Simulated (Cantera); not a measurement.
Mixture: 13.6 % CH4, 18.1 % O2, 68.3 % N2, at 1.01 bar, adiabatic and at constant volume. Ignition delay is the time to a rise of 400 K.

Computed with Cantera and GRI-Mech 3.0 (53 species, 325 reactions).

Q: Predict: delay at 1250 K; delay at 1400 K; delay at 1550 K; delay at 1700 K; delay at 1850 K; apparent activation energy between 1700 and 1850 K.

A: 
```
Property                                                Result
--------------------------------------------------  ----------
delay at 1250 K                                        26.6 ms
delay at 1400 K                                        3.93 ms
delay at 1550 K                                       0.780 ms
delay at 1700 K                                       0.215 ms
delay at 1850 K                                        78.5 µs
apparent activation energy between 1700 and 1850 K  180 kJ/mol
```
